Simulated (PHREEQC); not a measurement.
Model water analysis in mg/L, 25 °C, pH 3.84, pe 12.7: Na 211; K 256; Ca 1300; Mg 178; Cl 1030; S(6) as SO4 3120; B 0.453; Sr 6.18.

Na is adjusted to close the charge balance.
Valence states are taken as typed.

Model: ion-association model, wateq4f.dat, run in PHREEQC.

### Question
The ionic strength comes out as 0.112 mol/kgw. What activity coefficients do Sr+2, H+, K+, Ca+2, HSO4- get?

### Answer
Sr+2 0.38, H+ 0.82, K+ 0.76, Ca+2 0.38, HSO4- 0.77.

No solid was allowed to form. Saturation is exceeded, for instance for Gypsum; the values hold only as long as no solid forms.
